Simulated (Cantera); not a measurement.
Thermodynamics of abatement and gas-phase synthesis, feed HCl + H2

Input: 1 mol HCl, 0.33 mol H2, at 1600 °C.

Method: chemical equilibrium by Gibbs-energy minimisation in Cantera with the NASA 1993 tables (ideal gas, pure condensed phases). The ideal-gas law is rough above about 30 bar. Rates play no part.

| P (Pa) | x HCl | x H2 | x Cl | x H | x Cl2 |
|---|---|---|---|---|---|
| 10 | 0.652 | 0.252 | 0.0635 | 0.0324 | 2.09e-6 |
| 65 | 0.710 | 0.250 | 0.0272 | 0.0127 | 2.49e-6 |
| 420 | 0.735 | 0.249 | 0.0111 | 0.00497 | 2.68e-6 |
| 2700 | 0.745 | 0.249 | 0.00445 | 0.00196 | 2.76e-6 |
| 17000 | 0.749 | 0.248 | 0.00178 | 0.000780 | 2.80e-6 |
| 110000 | 0.751 | 0.248 | 0.000702 | 0.000307 | 2.81e-6 |
| 720000 | 0.751 | 0.248 | 0.000275 | 0.000120 | 2.81e-6 |
| 4700000 | 0.752 | 0.248 | 0.000108 | 4.69e-5 | 2.82e-6 |
| 30000000 | 0.752 | 0.248 | 4.26e-5 | 1.86e-5 | 2.82e-6 |
x: gas mole fraction; nothing condenses.

From 10.0 Pa to 300 bar nothing is condensed.
